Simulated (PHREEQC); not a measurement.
Polishing slurry liquid: an equilibrium model

Consider water at 90 °C with 0.11 mol/kgw K2CO3. Closed to the air; pH follows from the charge balance.

The numbers come from PHREEQC with the ion-association model, wateq4f.dat.

Precipitation was switched off in this run.

Question: Predict the pH, activity of water, ionic strength.

Answer: pH 10.43; activity of water 0.994; ionic strength 0.314 mol/kgw.

Question: In which forms is C present?

Answer: CO3-2 86 %, HCO3- 14 % of the C.

Away from 25 °C the constants follow the database's enthalpies or fits; those with neither stay at their 25 °C values.
